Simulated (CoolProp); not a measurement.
Vapour-liquid equilibrium of CHF3 (R23) (1) + R22 (2) at -89.25 °C; x and y are mole fractions of (1).

The numbers come from the multi-fluid Helmholtz-energy mixture model, Penoncello 2003 and Kamei 1995; pair parameters Bell 2016 in CoolProp.

```tsv
x	bubble pressure (bar)	y at the bubble point	dew pressure at overall composition x (bar)	liquid density (mol/L)
0.05	(withheld)	0.484	0.05371	(withheld)
0.125	0.1564	0.710	0.05805	18.20
0.2	0.2138	0.804	0.06315	18.42
0.275	0.2668	0.855	(withheld)	18.64
0.35	(withheld)	(withheld)	0.07662	18.86
0.425	0.3601	0.910	0.08576	19.09
0.5	0.4014	0.928	0.09736	19.33
0.575	0.4402	(withheld)	0.1126	19.56
0.65	0.4772	0.953	0.1334	19.81
0.725	0.5133	0.963	0.1635	20.06
0.8	0.5495	0.973	0.2108	20.31
0.875	0.5868	(withheld)	0.2947	20.58
0.95	0.6263	0.993	0.4671	20.85
```

### Question
Complete the blanks.

### Answer

- 0.05, bubble pressure (bar): 0.09457
- 0.05, liquid density (mol/L): 17.98
- 0.275, dew pressure at overall composition x (bar): 0.06924
- 0.35, bubble pressure (bar): 0.3154
- 0.35, y at the bubble point: 0.888
- 0.575, y at the bubble point: 0.941
- 0.875, y at the bubble point: 0.983

No azeotrope shows between x = 0.05 and 0.95.

The pair parameters rest on a limited set of measurements; away from them the model extrapolates.
